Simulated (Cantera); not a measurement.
## CCl4 + H2 (fluorocarbon and chlorocarbon gases)

A closed system holds: 1 mol CCl4, 5.4 mol H2, equilibrated at 9.00 mbar.

Method: chemical equilibrium by Gibbs-energy minimisation in Cantera with the NASA 1993 tables (ideal gas, pure condensed phases). Candidate condensed phases: C, C6H6, C7H8, C8H18; 91 gas species. Equilibrium is a limit: real reactors are often held back by kinetics, nucleation or transport.

From 1723 K to 2373 K the condensed part is C(graphite). The main C-bearing gas is C2H2 (acetylene) throughout.

```tsv
T (K)	x HCl	x H2	x H	x Cl	n C(graphite)
1723	0.539	0.459	0.00130	0.00118	0.999
1773	0.538	0.458	0.00203	0.00183	0.999
1823	0.536	0.458	0.00309	0.00276	0.999
1873	0.534	0.457	0.00460	0.00407	0.998
1923	0.531	0.456	0.00671	0.00588	0.997
1973	0.527	0.454	0.00959	0.00832	0.996
2023	0.522	0.452	0.0135	0.0115	0.994
2073	0.516	0.450	0.0186	0.0157	0.992
2123	0.507	0.446	0.0253	0.0211	0.989
2173	0.496	0.441	0.0338	0.0277	0.985
2223	0.483	0.435	0.0446	0.0359	0.980
2273	0.467	0.428	0.0579	0.0456	0.974
2323	0.448	0.419	0.0743	0.0571	0.967
2373	0.426	0.407	0.0940	0.0702	0.958
```
x: gas mole fraction; n: condensed amount in mol.
